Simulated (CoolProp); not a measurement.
Computed with CoolProp (reference Helmholtz-energy equation of state, Wu 2012).

Question: Give the vapour pressure (MPa), liquid density (kg/m³), vapour density (kg/m³), enthalpy of vaporisation (kJ/kg) of saturated fluoroethane (R161) at 219.8, 262 K.

Answer: 
| T (K) | p (MPa) | liquid density (kg/m³) | vapour density (kg/m³) | enthalpy of vaporisation (kJ/kg) |
|---|---|---|---|---|
| 219.8 | 0.0462 | 840 | 1.24 | 441 |
| 262 | 0.297 | 778 | 7.08 | 394 |
